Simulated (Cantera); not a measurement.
What does this Cantera script print?

```python
import numpy as np
import cantera as ct

gas_names = [...]  # 109 gases of nasa_gas.yaml made of C, Cl, H, Si
cond_names = """
    C(gr) C6H6(L) C7H8(L) C8H18(L),n-octa Si(cr) Si(L) SiC(b)
""".split()


# ... load() reads the species with a 1 bar reference pressure and builds the phases ...
atoms = {
    'SiH2Cl2': {'Si': 1, 'H': 2, 'CL': 2},
    'C2H2': {'C': 2, 'H': 2},
    'H2': {'H': 2},
}
top_T = {'C(gr)': 4500, 'SiC(b)': 3050}  # K; cautious upper limits of use, not melting points


# ... equilibrate(T, P, feed) seeds the gas with the atoms and calls Mixture.equilibrate('TP', solver="vcs", rtol=1e-11, max_steps=5000) ...
results = []
T = 1048  # K
P = 9900  # Pa
for m in [0.11, 0.15, 0.19, 0.26, 0.35, 0.46, 0.62]:
    feed = {'SiH2Cl2': 1, 'C2H2': m, 'H2': 100}  # mol
    mix = equilibrate(T, P, feed)
    results.append((T, P, feed, dict(zip(mix.species_names, mix.species_moles))))

top = {s: max(r[3][s] / sum(r[3][g] for g in gas_names) for r in results) for s in gas_names}
cols = sorted((s for s in top if top[s] > 1e-06), key=lambda s: -top[s])[:5]
seen = [c for c in cond_names if any(r[3].get(c, 0) > 1e-12 for r in results)]
print("log10 of partial pressures in bar; condensed amounts in mol")
print(f"{'n(C2H2)':>10s}" + "".join(f"{s[:9]:>10s}" for s in cols + seen))
for T, P, feed, n in results:
    ng = sum(n[g] for g in gas_names)
    print(f"{feed['C2H2']:10.4g}" + "".join(f"{np.log10(max(n[s] / ng * P / 1e5, 1e-99)):10.3f}" for s in cols)
          + "".join(f"{n.get(c, 0):10.4g}" for c in seen))
```

Output:

```
log10 of partial pressures in bar; condensed amounts in mol
   n(C2H2)        H2       HCL       CH4     SiCL4    SiHCL3    Si(cr)    SiC(b)
      0.11    -1.010    -2.986    -6.488    -3.930    -3.944    0.4964    0.2197
      0.15    -1.010    -2.986    -6.488    -3.930    -3.944    0.4164    0.2997
      0.19    -1.010    -2.986    -6.488    -3.930    -3.944    0.3365    0.3797
      0.26    -1.010    -2.987    -6.488    -3.931    -3.945    0.1966    0.5197
      0.35    -1.010    -2.987    -6.488    -3.932    -3.945   0.01673    0.6997
      0.46    -1.012    -2.784    -5.276    -4.332    -4.550         0    0.9145
      0.62    -1.014    -2.716    -3.628    -5.709    -5.997         0    0.9967
```

Cantera equilibrium calculation (NASA polynomials, part measured and part estimated; ideal gas, pure solids and liquids). Mutual solubility and eutectic melting of coexisting phases are not modelled. The tables' values for SiCl3 are old estimates; treat these amounts as uncertain.
